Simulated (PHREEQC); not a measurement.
# Polishing slurry liquid: speciation

Dissolve 0.036 mol/kgw HNO3 and 4e-05 mol/kgw CO2 at 25 °C. Closed to the air; pH follows from the charge balance.

All values are PHREEQC results (ion-association model, phreeqc.dat), not measurements.

Precipitation was switched off in this run.

**Question.** Estimate the pH, specific conductance.

**Answer.** pH 1.51; specific conductance 13400 µS/cm.
